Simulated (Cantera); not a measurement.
An isothermal, constant-pressure homogeneous reactor starts with NH3 : N2 = 1 : 0.13 (molar parts), at 1800 K and 1700 Pa. Integrator tolerance rtol = 1e-08.

Model: the gas-phase N/H chemistry of the illustrative SiF4/NH3 mechanism in the Surface Chemkin manual (1991), integrated in Cantera. Walls and surfaces, which speed up NH3 decomposition in real reactors, are not modelled.

Task: What does this change do: temperature 1800 to 1748 K?

Result: 
```csv
quantity,before,after
x(NH3) at 3.00 s,0.551 (gas-phase equilibrium 1.57e-7),0.675 (gas-phase equilibrium 1.76e-7)
x(H) at 3.00 s,7.85e-5 (gas-phase equilibrium 0.00232),3.62e-5 (gas-phase equilibrium 0.00148)
x(NH) at 3.00 s,5.29e-6 (gas-phase equilibrium 2.19e-10),3.53e-6 (gas-phase equilibrium 1.08e-10)
x(NH2) at 3.00 s,0.000434 (gas-phase equilibrium 1.39e-9),0.000379 (gas-phase equilibrium 9.65e-10)
x(N2H4) at 3.00 s,9.08e-9 (gas-phase equilibrium <1e-12),1.19e-8 (gas-phase equilibrium <1e-12)
x(N2) at 3.00 s,0.183 (gas-phase equilibrium 0.295),0.158 (gas-phase equilibrium 0.296)
x(N) at 3.00 s,2.63e-7 (gas-phase equilibrium 1.52e-10),1.39e-7 (gas-phase equilibrium 5.86e-11)
```

Task: What does this change do: temperature 1800 to 2025 K?

Result: 
```tsv
quantity	before	after
x(NH3) at 3.00 s	0.551 (gas-phase equilibrium 1.57e-7)	0.0422 (gas-phase equilibrium 1.02e-7)
x(H) at 3.00 s	7.85e-5 (gas-phase equilibrium 0.00232)	0.00110 (gas-phase equilibrium 0.0124)
x(NH) at 3.00 s	5.29e-6 (gas-phase equilibrium 2.19e-10)	1.05e-5 (gas-phase equilibrium 3.08e-9)
x(NH2) at 3.00 s	0.000434 (gas-phase equilibrium 1.39e-9)	0.000203 (gas-phase equilibrium 5.36e-9)
x(N2H4) at 3.00 s	9.08e-9 (gas-phase equilibrium <1e-12)	2.65e-10 (gas-phase equilibrium <1e-12)
x(N2) at 3.00 s	0.183 (gas-phase equilibrium 0.295)	0.287 (gas-phase equilibrium 0.294)
x(N) at 3.00 s	2.63e-7 (gas-phase equilibrium 1.52e-10)	1.64e-6 (gas-phase equilibrium 5.33e-9)
```
